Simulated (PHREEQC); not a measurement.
1 kg of water holding 20 mmol/kgw KCl and 42 mmol/kgw NaCl meets 20 L of dry gas (CO2 0.5, H2 0.5 by moles) at fixed total pressure, at 10 °C; fugacities by Peng-Robinson. The gases take part in no redox reaction, some water evaporates into the gas, and hydrates or a liquid gas phase aren't modelled. Precipitation was switched off in this run.

All values are PHREEQC results (ion-association model, phreeqc.dat), not measurements.

Question: Predict dissolved CO2 (all carbonate carbon) (mol/kgw) at P (atm) = 1, 2, 7.5, 10, 30.

Answer: 
| P (atm) | dissolved CO2 (all carbonate carbon) (mol/kgw) |
|---|---|
| 1 | 0.0254 |
| 2 | 0.0507 |
| 7.5 | 0.184 |
| 10 | 0.242 |
| 30 | 0.643 |

Constants without temperature data keep their 25 °C values here.
